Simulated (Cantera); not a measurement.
Standard-state values (1 bar) from the NASA 1993 polynomials, evaluated with Cantera. Values are per mole of reaction as written; species without (g) are pure solids or liquids, kept so even where they would boil at 1 bar.

Task: Between 1023 and 1248 K, where is each reaction favourable under standard conditions?
- 2 Sr(OH)2 + O2(g) ⇌ 2 SrO + 2 H2O2(g)

Result: 
- 2 Sr(OH)2 + O2(g) ⇌ 2 SrO + 2 H2O2(g): ΔG° is 328 kJ at 1023 K and 316 kJ at 1248 K; it stays positive (K < 1). ΔH° is 366 kJ and ΔS° 40 J/K at 1248 K.
